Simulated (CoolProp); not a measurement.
Vapour-liquid equilibrium of carbon dioxide (1) + R152A (2) at 221.7 K; x and y are mole fractions of (1).

Values from CoolProp's multi-fluid Helmholtz-energy mixture model, Span 1996 and Outcalt 1996; pair parameters Bell 2016.

**Question.** Give the bubble pressure and the first vapour's composition at x = 0.05, 0.2, 0.65. Is there an azeotrope?

**Answer.** x = 0.05: 0.5654 bar, y = 0.570; x = 0.2: 1.510 bar, y = 0.859; x = 0.65: 4.246 bar, y = 0.974. No azeotrope shows between x = 0.05 and 0.95.

Pair parameters are fitted to limited data, so mixtures are less certain than the pure fluids. The gap from Raoult's law changes sign with composition, which may be real or a fault of the pair parameters; it wasn't checked against measurements.
